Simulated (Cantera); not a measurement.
Input: 1 mol CH3Cl, 0.35 mol HCl, held at 1525 K and 0.293 Torr.

Equilibrium computed with Cantera from the NASA thermochemical tables; the gas is ideal and each condensed phase is pure. Candidate condensed phases: C, C6H6, C7H8, C8H18; 91 gas species. The numbers say what is thermodynamically allowed, not how fast it happens.

### Question
What is the equilibrium state?

### Answer
```
Property                 Value
-------------------  ---------
x(HCl)                   0.573
x(H2)                    0.425
x(Cl)                 0.000845
x(H)                  0.000781
x(C2H2 (acetylene))    5.14e-6
n(C(graphite))       1.000 mol
gas amount           2.352 mol
```
